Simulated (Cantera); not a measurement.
Cantera run:

```python
import numpy as np
import cantera as ct

gas_names = """
    F F2 FS2F,fluorodisu H HF H2 H2F2 H2S H3F3 H4F4 H5F5 H6F6 H7F7 S SF SF2 SF3 SF4 SF5 SF6 SH S2
    S2F2,thiothiony S8 Si SiF SiF2 SiF3 SiF4 SiH SiHF3 SiH2 SiH2F2 SiH3 SiH3F SiH4 SiS Si2 Si3
""".split()
cond_names = """
    S(cr1) S(cr2) S(L) Si(cr) Si(L)
""".split()


# ... load() reads the species with a 1 bar reference pressure and builds the phases ...
atoms = {
    'Si': {'Si': 1},
    'SF6': {'S': 1, 'F': 6},
    'H2': {'H': 2},
}
top_T = {}  # K; cautious upper limits of use, not melting points


# ... equilibrate(T, P, feed) seeds the gas with the atoms and calls Mixture.equilibrate('TP', solver="vcs", rtol=1e-11, max_steps=5000) ...
results = []
feed = {'Si': 1, 'SF6': 4.8, 'H2': 0.11}  # mol
P = 740  # Pa
for T in [1323, 1348, 1373, 1398, 1423, 1448, 1473, 1498, 1523]:
    mix = equilibrate(T, P, feed)
    results.append((T, P, feed, dict(zip(mix.species_names, mix.species_moles))))
    x = sorted(zip(gas.X, gas.species_names), reverse=True)
    print(f"T = {T:g} K  P = {P:g} Pa  gas = {mix.phase_moles(0):.4g} mol")
    print("   x: " + "  ".join(f"{s} {v:.3e}" for v, s in x if v > 0.001))
    print("   condensed (mol): " + ("  ".join(f"{mix.phase(i).name} {mix.phase_moles(i):.4g}"
          for i in range(1, mix.n_phases) if mix.phase_moles(i) > 1e-12) or "none"))
```

It prints:

```
T = 1323 K  P = 740 Pa  gas = 6.33 mol
   x: SF6 4.012e-01  SF4 3.543e-01  SiF4 1.580e-01  F 4.897e-02  HF 3.475e-02  SF3 1.867e-03
   condensed (mol): none
T = 1348 K  P = 740 Pa  gas = 6.537 mol
   x: SF6 3.728e-01  SF4 3.585e-01  SiF4 1.530e-01  F 7.907e-02  HF 3.365e-02  SF3 2.073e-03
   condensed (mol): none
T = 1373 K  P = 740 Pa  gas = 6.859 mol
   x: SF4 3.644e-01  SF6 3.319e-01  SiF4 1.458e-01  F 1.223e-01  HF 3.207e-02  SF3 2.364e-03
   condensed (mol): none
T = 1398 K  P = 740 Pa  gas = 7.34 mol
   x: SF4 3.722e-01  SF6 2.778e-01  F 1.797e-01  SiF4 1.362e-01  HF 2.997e-02  SF3 2.796e-03
   condensed (mol): none
T = 1423 K  P = 740 Pa  gas = 8.01 mol
   x: SF4 3.813e-01  F 2.483e-01  SF6 2.132e-01  SiF4 1.248e-01  HF 2.747e-02  SF3 3.462e-03
   condensed (mol): none
T = 1448 K  P = 740 Pa  gas = 8.849 mol
   x: SF4 3.900e-01  F 3.195e-01  SF6 1.465e-01  SiF4 1.130e-01  HF 2.486e-02  SF3 4.514e-03
   condensed (mol): none
T = 1473 K  P = 740 Pa  gas = 9.741 mol
   x: SF4 3.960e-01  F 3.818e-01  SiF4 1.027e-01  SF6 8.882e-02  HF 2.259e-02  SF3 6.187e-03  SF2 1.026e-03
   condensed (mol): none
T = 1498 K  P = 740 Pa  gas = 10.51 mol
   x: F 4.272e-01  SF4 3.971e-01  SiF4 9.511e-02  SF6 4.805e-02  HF 2.092e-02  SF3 8.800e-03  SF2 1.919e-03
   condensed (mol): none
T = 1523 K  P = 740 Pa  gas = 11.08 mol
   x: F 4.567e-01  SF4 3.921e-01  SiF4 9.021e-02  SF6 2.401e-02  HF 1.985e-02  SF3 1.270e-02  SF2 3.765e-03
   condensed (mol): none
```

These are equilibrium values from Cantera (NASA tables, ideal gas, pure condensed phases), not measurements of a reactor. The tables' values for SF3, SF5 are old estimates; treat these amounts as uncertain.
